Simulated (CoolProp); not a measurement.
Vapour-liquid equilibrium of propane (1) + n-butane (2) at 223.9 K; x and y are mole fractions of (1).

Model: multi-fluid Helmholtz-energy mixture model, Lemmon 2009 and Bücker 2006; pair parameters Kunz 2012, in CoolProp.

| x | bubble pressure (MPa) | y at the bubble point | dew pressure at overall composition x (MPa) | liquid density (mol/L) |
|---|---|---|---|---|
| 0.05 | 0.01295 | 0.272 | [?] | 11.29 |
| 0.15 | 0.01914 | 0.557 | 0.01138 | 11.49 |
| 0.25 | 0.02540 | 0.705 | 0.01264 | 11.68 |
| 0.35 | 0.03172 | 0.794 | [?] | 11.89 |
| 0.45 | [?] | 0.854 | 0.01622 | [?] |
| 0.55 | 0.04441 | 0.897 | 0.01890 | 12.31 |
| 0.65 | 0.05076 | 0.930 | 0.02265 | 12.53 |
| 0.75 | 0.05712 | 0.955 | 0.02824 | 12.76 |
| 0.85 | 0.06349 | 0.976 | 0.03751 | 12.99 |
| 0.95 | 0.06990 | 0.993 | 0.05571 | 13.23 |

Question: What belongs in the gaps?

Answer: 
- 0.05, dew pressure at overall composition x (MPa): 0.01035
- 0.35, dew pressure at overall composition x (MPa): 0.01421
- 0.45, bubble pressure (MPa): 0.03806
- 0.45, liquid density (mol/L): 12.09

No azeotrope shows between x = 0.05 and 0.95.

Pair parameters are fitted to limited data, so mixtures are less certain than the pure fluids.
